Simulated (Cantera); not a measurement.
**SiCl4 + Cl2 + H2 (chlorosilane synthesis and conversion)**

Input: 1 mol SiCl4, 0.8 mol Cl2, 17 mol H2, at 0.140 bar.

Method: chemical equilibrium by Gibbs-energy minimisation in Cantera with the NASA 1993 tables (ideal gas, pure condensed phases). Candidate condensed phases: Si; 19 gas species. The tables' values for SiCl3 are old estimates; treat these amounts as uncertain. Rates play no part.

From 577 °C to 1177 °C nothing is condensed. The main Si-bearing gas is SiCl4 at 577 °C and SiCl2 at 1177 °C.

```tsv
T (°C)	x H2	x HCl	x SiCl4	x SiCl2	x SiCl3	x SiHCl3
577	0.861	0.0860	0.0523	2.72e-8	4.48e-6	0.000869
652	0.860	0.0870	0.0513	8.19e-7	3.25e-5	0.00184
727	0.858	0.0887	0.0496	1.41e-5	0.000170	0.00338
802	0.855	0.0916	0.0468	0.000151	0.000669	0.00543
877	0.850	0.0969	0.0423	0.00106	0.00202	0.00753
952	0.840	0.107	0.0348	0.00467	0.00453	0.00850
1027	0.823	0.125	0.0246	0.0128	0.00727	0.00740
1102	0.804	0.144	0.0142	0.0236	0.00855	0.00505
1177	0.789	0.160	0.00674	0.0335	0.00787	0.00286
```
x: gas mole fraction; nothing condenses.
